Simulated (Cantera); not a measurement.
A perfectly stirred reactor is fed with NH3 : H2 = 1 : 2.3 (molar parts), at 33.0 Torr; it is held at 2275 K, and followed from long to short residence time.

Model: the gas-phase N/H chemistry of the illustrative SiF4/NH3 mechanism in the Surface Chemkin manual (1991), integrated in Cantera. Walls and surfaces, which speed up NH3 decomposition in real reactors, are not modelled.

| quantity | before | after |
|---|---|---|
| x(NH3) at τ = 0.780 s | 0.0136 | 0.0727 |
| x(H2) at τ = 0.780 s | 0.870 | 0.837 |
| x(H) at τ = 0.780 s | 0.00503 | 0.00140 |
| x(N) at τ = 0.780 s | 8.98e-6 | 2.21e-6 |
| x(NH) at τ = 0.780 s | 3.19e-5 | 1.73e-5 |
| x(NH3) at τ = 44.0 ms | 0.165 | 0.257 |
| x(H2) at τ = 44.0 ms | 0.780 | 0.724 |
| x(H) at τ = 44.0 ms | 0.00183 | 0.000789 |
| x(N) at τ = 44.0 ms | 6.63e-6 | 1.98e-6 |
| x(NH) at τ = 44.0 ms | 6.06e-5 | 2.48e-5 |

Problem. Name the change that produced these shifts.
A) pressure from 33.0 Torr to 1130 Torr
B) temperature 2275 to 1873 K
C) pressure from 33.0 Torr to 188 Torr
D) temperature 2275 to 2098 K

Solution. D, temperature 2275 to 2098 K
